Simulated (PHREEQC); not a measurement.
A PHREEQC speciation (ion-association model, wateq4f.dat) at 25 °C gives pH 2.75 and these molalities:

| species | mol/kgw |
|---|---|
| SO4-2 | 0.00214 |
| H+ | 0.00192 |
| Cu+2 | 0.00132 |
| HSO4- | 0.000280 |
| CuSO4 | 0.000279 |

Task: What are the element totals, and what could have been dissolved in 1 kg of water to give them?

Result: Several could match; the one computed here: totals Cu(2) 0.00160, S(6) 0.00270 mol/kgw, from 0.0011 mol H2SO4 and 0.0016 mol CuSO4 per kg of water.

Precipitation was switched off in this run. Complexes and solids missing from the database can't appear.
